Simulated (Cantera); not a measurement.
An isothermal, constant-pressure homogeneous reactor starts with NO : N2 = 1 : 3.2 (molar parts), at 1925 K and 0.0690 bar.

Cantera simulation using GRI-Mech 3.0 (53 species, 325 reactions); the numbers are that mechanism's predictions, not measurements.

One state of this run: x NO = 0.232; x N2 = 0.765; x NO2 = 1.89e-5; x O2 = 0.00289; x N2O = 2.24e-5. x: mole fraction; the columns are a selection and need not sum to one.

Q: Which value of t (s) does it belong to?
A) 0.702
B) 0.0170
C) 28.9
D) 0.203

A: A, 0.702
